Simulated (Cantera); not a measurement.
Charge: 1 mol C2H5OH, 0.79 mol O2, at 0.250 bar.

Cantera equilibrium calculation (NASA polynomials, part measured and part estimated; ideal gas, pure solids and liquids). Candidate condensed phases: C, C6H6, C7H8, C8H18, H2O; 110 gas species. Rates play no part.

### Question
At 2650 K, list the 5 most abundant gas species with their mole fractions, and the condensed phases.

### Answer
H2 0.450, CO 0.374, H2O 0.0964, H 0.0629, CO2 0.0121. Condensed: gas only.
